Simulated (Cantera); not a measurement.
Charge: 1 mol SiF4, 0.98 mol N2, held at 825 K and 42.0 Pa.

Cantera equilibrium calculation (NASA polynomials, part measured and part estimated; ideal gas, pure solids and liquids). Candidate condensed phases: Si, Si3N4; 16 gas species. Equilibrium is a limit: real reactors are often held back by kinetics, nucleation or transport.

Problem. What is the equilibrium state?

Solution. 
```
Property                              Value
--------------------------------  ---------
x(SiF4)                               0.505
x(N2)                                 0.495
gas amount                        1.980 mol
log10 activity of Si(s) (absent)     -25.18
```
